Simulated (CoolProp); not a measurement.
200 sccm (0 °C, 1 atm) of nitrogen bubbles through liquid tetrahydrofuran at 273.6 K and leaves saturated at a total pressure of 0.15 MPa (ideal gas phase). Each further row changes one setting.

The numbers come from the reference Helmholtz-energy equation of state, Fiedler 2023 in CoolProp.

| case | vapour pressure (kPa) | mole fraction of vapour | delivery (mg/min) | delivery (sccm) | change of delivery for a bath 1 K warmer (%) |
|---|---|---|---|---|---|
| as stated | 6.56 | (withheld) | (withheld) | (withheld) | (withheld) |
| bath temperature 278.6 K | 8.53 | 0.0569 | 38.8 | (withheld) | 5.6 |
| total pressure 0.3 MPa | 6.56 | 0.0219 | (withheld) | 4.47 | 5.6 |

### Question
Fill in the missing entries.

### Answer

- as stated, mole fraction of vapour: 0.0437
- as stated, delivery (mg/min): 29.4
- as stated, delivery (sccm): 9.14
- as stated, change of delivery for a bath 1 K warmer (%): 5.8
- bath temperature 278.6 K, delivery (sccm): 12.1
- total pressure 0.3 MPa, delivery (mg/min): 14.4
